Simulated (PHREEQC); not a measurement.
Make-up at 25 °C: 0.015 mol/kgw ZnSO4, 0.0036 mol/kgw KCl and 0.00064 mol/kgw FeSO4. Closed to the air; pH follows from the charge balance.

Computed with PHREEQC (ion-association model, phreeqc.dat).

This is a speciation only: nothing precipitates in the calculation.

Question: Order these Zn species by the share of Zn that they hold, largest first: ZnCl+, ZnSO4, Zn(SO4)2-2, Zn+2.

Answer: Zn+2 (64 %), ZnSO4 (33 %), Zn(SO4)2-2 (2.6 %), ZnCl+ (0.29 %)

The pH is 5.70 and the ionic strength 0.0437 mol/kgw. Species that the database lacks are ignored.
